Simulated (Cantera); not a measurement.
An isothermal plug-flow reactor at 525 K and 0.350 bar (inlet), inlet velocity 3.6 m/s, active area per volume 7800 1/m; feed 0.297 % H2, 1.98 % O2, 97.7 % N2.

Detailed kinetics in Cantera: Deutschmann's 1995 Pt surface mechanism with GRI-Mech 3.0 gas chemistry. Catalytic surfaces can have several steady states; this one follows from the mechanism file's or the stated starting coverage. Mass transfer to the wall is taken as infinitely fast.

Predict: x(H2) at z = 0.047 m; x(O2) at z = 0.047 m; x(H2O) at z = 0.047 m; θ(O*) at the exit.


```
Quantity                 Value
---------------------  -------
x(H2) at z = 0.047 m   3.37e-6
x(O2) at z = 0.047 m    0.0183
x(H2O) at z = 0.047 m  0.00297
θ(O*) at the exit        0.999
```
